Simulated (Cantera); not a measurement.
Source: NASA polynomial tables (part measured, part estimated), evaluated in Cantera. Values are per mole of reaction as written; species without (g) are pure solids or liquids, kept so even where they would boil at 1 bar.

Between 300 and 2775 K, where is each reaction favourable under standard conditions?
- Ti4O7 → 4 TiO(g) + 3 O(g)


- Ti4O7 → 4 TiO(g) + 3 O(g): ΔG° is 4004 kJ at 300 K and 1329 kJ at 2775 K; it stays positive (K < 1). ΔH° is 3891 kJ and ΔS° 923 J/K at 2775 K.
